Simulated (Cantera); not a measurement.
Input: 1 mol Si, 2.6 mol HCl, 2.4 mol H₂, held at 1352 °C and 0.100 bar.

Equilibrium computed with Cantera from the NASA thermochemical tables; the gas is ideal and each condensed phase is pure. Candidate condensed phases: Si; 19 gas species. The tables' values for SiCl₃, SiCl are old estimates; treat these amounts as uncertain. Equilibrium is a limit: real reactors are often held back by kinetics, nucleation or transport.

Base state: H₂ 0.661, HCl 0.170, SiCl₂ 0.153, SiCl₃ 0.0120, SiCl₄ 0.00219, SiHCl₃ 0.00133, H 0.000181, SiH₂Cl₂ 0.000136 (mole fractions); condensed: Si(s).

Question: What changes in the equilibrium state with this change: HCl from 2.6 to 1.8 mol?

Answer: 
| species | before | after |
|---|---|---|
| H₂ | 0.661 | 0.712 |
| HCl | 0.170 | 0.157 |
| SiCl₂ | 0.153 | 0.121 |
| SiCl₃ | 0.0120 | 0.00840 |
| SiCl₄ | 0.00219 | 0.00136 |
| SiHCl₃ | 0.00133 | 0.000965 |
| Si(s), mol | 0.165 | 0.452 |

Question: What changes in the equilibrium state with this change: temperature from 1352 °C to 300 °C?

Answer: 
| species | before | after |
|---|---|---|
| H₂ | 0.661 | 0.838 |
| SiCl₄ | 0.00219 | 0.119 |
| SiHCl₃ | 0.00133 | 0.0416 |
| HCl | 0.170 | 3.40e-5 |
| SiCl₂ | 0.153 | <1e-9 |
| SiCl₃ | 0.0120 | 1.65e-7 |
| H | 0.000181 | <1e-9 |
| Cl | 3.67e-5 | <1e-9 |
| SiCl | 2.94e-5 | <1e-9 |
| SiH₂Cl₂ | 0.000136 | 0.000664 |
| Si(s), mol | 0.165 | 0.304 |
